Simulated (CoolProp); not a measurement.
Vapour-liquid equilibrium of isopentane (1) + R365MFC (2) at 259.4 K; x and y are mole fractions of (1).

Computed with CoolProp (multi-fluid Helmholtz-energy mixture model, Lemmon 2006 and Lemmon 2016; pair parameters Bell 2016).

Q: Give the bubble pressure and the first vapour's composition at x = 0.05, 0.45, 0.65. Is there an azeotrope?

A: x = 0.05: 0.01303 MPa, y = 0.348; x = 0.45: 0.02223 MPa, y = 0.686; x = 0.65: 0.02236 MPa, y = 0.695. y crosses x between x = 0.65 and 0.75: the model has an azeotrope there.

The pair parameters rest on a limited set of measurements; away from them the model extrapolates. With so large a gap from Raoult's law the liquid may split in two, which this calculation doesn't test in full.
